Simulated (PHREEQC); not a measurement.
Solution (25 °C): 3.3 mmol/kgw NaOH, 0.014 mmol/kgw CO2 and 2.3 mmol/kgw (CH3)4NCl. Closed to the air; pH follows from the charge balance.

All values are PHREEQC results (ion-association model, phreeqc.dat), not measurements.

Q: The ionic strength comes out as 0.00561 mol/kgw. What activity coefficients do Cl-, CO3-2, OH-, Na+ get?

A: Cl- 0.92, CO3-2 0.73, OH- 0.92, Na+ 0.92.

Precipitation was switched off in this run. Species that the database lacks are ignored. (CH3)4N+ isn't in the database: it is added as a free cation with an ion size of 4 Å.
